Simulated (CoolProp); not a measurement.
Vapour-liquid equilibrium of hydrogen chloride (1) + n-hexane (2) at 289 K; x and y are mole fractions of (1).

Values from CoolProp's multi-fluid Helmholtz-energy mixture model, Thol 2018 and Thol 2019; pair parameters Bell 2016.

Problem. Give the bubble pressure and the first vapour's composition at x = 0.35, 0.55, 0.85. Is there an azeotrope?

Solution. x = 0.35: 1592 kPa, y = 0.989; x = 0.55: 2098 kPa, y = 0.991; x = 0.85: 3033 kPa, y = 0.996. No azeotrope shows between x = 0.05 and 0.95.

The pair parameters rest on a limited set of measurements; away from them the model extrapolates. The gap from Raoult's law changes sign with composition, which may be real or a fault of the pair parameters; it wasn't checked against measurements. With so large a gap from Raoult's law the liquid may split in two, which this calculation doesn't test in full.
